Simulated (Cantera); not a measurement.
Charge: 1 mol CaCO3, 0.51 mol H2, 0.82 mol H2O, 0.0086 mol C, held at 823.15 K and 13.3 mbar.

These are equilibrium values from Cantera (NASA tables, ideal gas, pure condensed phases), not measurements of a reactor. Candidate condensed phases: C, C6H6, C7H8, C8H18, Ca, CaCO3, CaO, Ca(OH)2, H2O; 115 gas species. Kinetics and transport are ignored.

Question: What is the equilibrium state?

Answer: 
- x(H2O): 0.578
- x(H2): 0.365
- x(CO2): 0.0485
- x(CO): 0.00848
- x(CH4): 1.56e-6
- n(CaCO3(calcite)): 0.928 mol
- n(CaO(s)): 0.0717 mol
- gas amount: 1.410 mol
- log10 activity of Ca(OH)2(s) (absent): -2.34
- log10 activity of C(graphite) (absent): -3.03
- log10 activity of Ca(s) (absent): -22.15
